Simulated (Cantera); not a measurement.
Cantera run:

```python
import numpy as np
import cantera as ct

gas_names = [...]  # 110 gases of nasa_gas.yaml made of C, H, O
cond_names = """
    C(gr) C6H6(L) C7H8(L) C8H18(L),n-octa H2O(s) H2O(L)
""".split()


# ... load() reads the species with a 1 bar reference pressure and builds the phases ...
atoms = {
    'C2H6': {'C': 2, 'H': 6},
    'H2O': {'H': 2, 'O': 1},
    'H2': {'H': 2},
}
top_T = {'C(gr)': 4500}  # K; cautious upper limits of use, not melting points


# ... equilibrate(T, P, feed) seeds the gas with the atoms and calls Mixture.equilibrate('TP', solver="vcs", rtol=1e-11, max_steps=5000) ...
results = []
feed = {'C2H6': 1, 'H2O': 0.43, 'H2': 30}  # mol
P = 10000  # Pa
for T in [1098, 1298, 1498, 1698, 1898, 2098, 2298, 2498, 2698, 2898]:
    mix = equilibrate(T, P, feed)
    results.append((T, P, feed, dict(zip(mix.species_names, mix.species_moles))))

top = {s: max(r[3][s] / sum(r[3][g] for g in gas_names) for r in results) for s in gas_names}
cols = sorted((s for s in top if top[s] > 1e-06), key=lambda s: -top[s])[:9]
seen = [c for c in cond_names if any(r[3].get(c, 0) > 1e-12 for r in results)]
print("log10 of partial pressures in bar; condensed amounts in mol")
print(f"{'T/K':>10s}" + "".join(f"{s[:9]:>10s}" for s in cols + seen))
for T, P, feed, n in results:
    ng = sum(n[g] for g in gas_names)
    print(f"{T:10.4g}" + "".join(f"{np.log10(max(n[s] / ng * P / 1e5, 1e-99)):10.3f}" for s in cols)
          + "".join(f"{n.get(c, 0):10.4g}" for c in seen))
```

Output:

```
log10 of partial pressures in bar; condensed amounts in mol
       T/K        H2         H C2H2,acet        CO       CH4       C2H        C3      C4H2         C     C(gr)
      1098    -1.007    -8.110    -8.902    -2.899    -3.451   -20.222   -28.359   -17.235   -25.931     1.455
      1298    -1.006    -6.473    -7.259    -2.896    -4.111   -16.082   -22.242   -13.941   -20.659     1.544
      1498    -1.006    -5.268    -6.061    -2.896    -4.597   -13.053   -17.777   -11.533   -16.798     1.561
      1698    -1.006    -4.343    -5.148    -2.896    -4.969   -10.742   -14.378    -9.698   -13.848     1.562
      1898    -1.007    -3.610    -4.431    -2.897    -5.261    -8.922   -11.709    -8.255   -11.523     1.543
      2098    -1.010    -3.017    -3.856    -2.898    -5.500    -7.453    -9.559    -7.094    -9.643     1.474
      2298    -1.021    -2.529    -3.389    -2.903    -5.709    -6.245    -7.793    -6.146    -8.092     1.287
      2498    -1.044    -2.126    -3.014    -2.913    -5.911    -5.241    -6.317    -5.367    -6.791    0.8759
      2698    -1.092    -1.795    -2.723    -2.933    -6.136    -4.401    -5.067    -4.735    -5.684    0.1047
      2898    -1.172    -1.528    -2.760    -2.966    -6.527    -3.948    -4.369    -4.729    -4.856         0
```

Equilibrium computed with Cantera from the NASA thermochemical tables; the gas is ideal and each condensed phase is pure.
